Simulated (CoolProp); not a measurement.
Neopentane along the isobar 3 MPa: fugacity coefficient from the reference equation and from simpler models built on Tc = 160.6 °C, pc = 3.196 MPa, ω = 0.196; each cubic takes its own stable root.

Values from CoolProp's reference Helmholtz-energy equation of state, Lemmon 2006. It is a short technical equation, of lower accuracy than the large ones.

```tsv
T (°C)	phase	reference	van der Waals	Redlich-Kwong	Soave-Redlich-Kwong
31.95	liquid	0.07572	0.2257	0.1029	0.07672
56.45	liquid	0.1418	0.3095	0.1793	0.1442
80.95	liquid	0.2367	0.4035	0.2804	0.2413
105.35	liquid	0.3591	0.5041	0.4017	0.3663
129.85	liquid	0.5048	0.6076	0.5364	0.5135
154.35	liquid	0.6602	0.7045	0.6691	0.6649
178.85	gas	0.7310	0.7483	0.7281	0.7329
203.35	gas	0.7760	0.7814	0.7692	0.7787
227.85	gas	0.8112	0.8085	0.8021	0.8153
252.35	gas	0.8397	0.8311	0.8292	0.8453
276.85	gas	0.8633	0.8503	0.8518	0.8702
```
